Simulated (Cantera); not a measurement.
A closed system holds: 1 mol C2H6, 0.15 mol CO2, 0.041 mol NH3, held at 823 K and 7.50 Torr.

Cantera equilibrium calculation (NASA polynomials, part measured and part estimated; ideal gas, pure solids and liquids). Candidate condensed phases: C, C6H6, C7H8, C8H18, H2O; 136 gas species. Equilibrium is a limit: real reactors are often held back by kinetics, nucleation or transport.

Base state: H2 0.899, CO 0.0759, H2O 0.00903, CH4 0.00753, N2 0.00618, CO2 0.00276 (mole fractions); condensed: C(graphite).

Question: What changes in the equilibrium state with this change: temperature from 823 K to 548.15 K?

Answer: 
```csv
species,before,after
CH4,0.00753,0.510
H2,0.899,0.337
H2O,0.00903,0.139
CO,0.0759,0.000158
N2,0.00618,0.0100
NH3,1.60e-6,2.14e-5
CO2,0.00276,0.00386
"C(graphite), mol",1.86,1.10
```

Question: What changes in the equilibrium state with this change: NH3 from 0.041 to 0.34 mol?

Answer: 
```json
[
 {"species": "H2", "before": "0.899", "after": "0.875"},
 {"species": "CO", "before": "0.0759", "after": "0.0650"},
 {"species": "N2", "before": "0.00618", "after": "0.0434"},
 {"species": "CO2", "before": "0.00276", "after": "0.00203"},
 {"species": "H2O", "before": "0.00903", "after": "0.00753"},
 {"species": "CH4", "before": "0.00753", "after": "0.00714"},
 {"species": "C(graphite), mol", "before": "1.86", "after": "1.86"}
]
```

Question: What changes in the equilibrium state with this change: temperature from 823 K to 898.15 K?

Answer: 
```tsv
species	before	after
H2	0.899	0.903
CO	0.0759	0.0863
N2	0.00618	0.00609
H2O	0.00903	0.00196
CH4	0.00753	0.00260
CO2	0.00276	0.000436
C(graphite), mol	1.86	1.85
```
